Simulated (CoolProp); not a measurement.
The fluid at 298.15 K and 0.687 MPa (gas) is heated at constant pressure to 370.5 K. The same conditions are run with several fluids, on thermodynamics alone (safety and materials aside).

Model: reference Helmholtz-energy equation of state of each fluid (CH3F (R41): Lemmon 2006; R507A: Lemmon 2003; carbon dioxide: Span 1996; R404A: Lemmon 2003), in CoolProp. Blends and air are pseudo-pure fits.

Q: Rank CH3F (R41), R507A, carbon dioxide, R404A by heat (kJ/kg), highest first.

A: CH3F (R41) (90.2), R404A (72.3), R507A (71.7), carbon dioxide (66.1)

```json
[
 {"fluid": "CH3F (R41)", "final density (kg/m³)": "7.81"},
 {"fluid": "R507A", "final density (kg/m³)": "23.3"},
 {"fluid": "carbon dioxide", "final density (kg/m³)": "9.98"},
 {"fluid": "R404A", "final density (kg/m³)": "23.0"}
]
```
